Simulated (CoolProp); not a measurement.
Computed with CoolProp (reference Helmholtz-energy equation of state, Lemmon 2006). It is a short technical equation, of lower accuracy than the large ones.

Q: Give the vapour pressure (kPa), liquid density (kg/m³), vapour density (kg/m³), enthalpy of vaporisation (kJ/kg) of saturated carbon monoxide at -165.75 °C.

A: 
| T (°C) | p (kPa) | liquid density (kg/m³) | vapour density (kg/m³) | enthalpy of vaporisation (kJ/kg) |
|---|---|---|---|---|
| -165.75 | 906 | 664 | 35.2 | 168 |
